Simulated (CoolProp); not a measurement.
Properties of p-xylene along the isobar 1.01 bar.

Values from CoolProp's reference Helmholtz-energy equation of state, Zhou 2012.

```tsv
T (K)	phase	cp (kJ/(kg K))	cv (kJ/(kg K))	isothermal compressibility (1/MPa)	expansivity (1/kK)
449.5	gas	1.780	1.687	10.25	2.521
460.9	gas	1.815	[?]	10.22	2.426
472.2	gas	1.849	1.758	10.19	2.342
483.6	gas	1.882	[?]	10.16	2.264
495	gas	1.916	1.828	10.14	2.193
506.3	gas	1.949	1.862	10.12	2.128
517.7	gas	1.981	1.895	10.10	2.067
529.1	gas	2.014	1.928	10.09	2.011
540.4	gas	2.045	1.960	10.07	1.959
551.8	gas	2.077	1.992	10.06	1.910
563.2	gas	2.107	2.024	10.05	1.864
574.5	gas	[?]	2.054	10.04	1.821
585.9	gas	2.168	2.085	10.03	1.780
597.3	gas	2.197	2.114	10.02	1.741
608.6	gas	2.226	2.143	10.02	1.704
620	gas	2.254	2.172	10.01	1.669
```

Problem. Some entries are withheld; supply them.

Solution. 
- 460.9, cv (kJ/(kg K)): 1.723
- 483.6, cv (kJ/(kg K)): 1.793
- 574.5, cp (kJ/(kg K)): 2.138
